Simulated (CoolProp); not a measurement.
Vapour-liquid equilibrium of R134a (1) + R236FA (2) at -73.05 °C; x and y are mole fractions of (1).

Model: multi-fluid Helmholtz-energy mixture model, Tillner-Roth 1994 and Pan 2012; pair parameters Bell 2016, in CoolProp.

```tsv
x	bubble pressure, mixture model (bar)	bubble pressure, Raoult's law (bar)	y, mixture model	y, Raoult's law
0.05	(withheld)	0.01545	0.209	0.206
0.2	(withheld)	0.02306	0.552	0.552
0.35	0.03071	0.03066	0.725	0.726
0.5	0.03824	0.03826	(withheld)	0.831
0.65	(withheld)	0.04587	(withheld)	0.901
0.8	0.05341	0.05347	0.951	0.952
0.95	0.06106	0.06108	0.989	0.989
```

Fill in the missing entries.


- 0.05, bubble pressure, mixture model (bar): 0.01552
- 0.2, bubble pressure, mixture model (bar): 0.02317
- 0.5, y, mixture model: 0.829
- 0.65, bubble pressure, mixture model (bar): 0.04580
- 0.65, y, mixture model: 0.900

The largest gap from Raoult's law is +0.5 % in bubble pressure, at x = 0.2. No azeotrope shows between x = 0.05 and 0.95.

Pair parameters are fitted to limited data, so mixtures are less certain than the pure fluids.
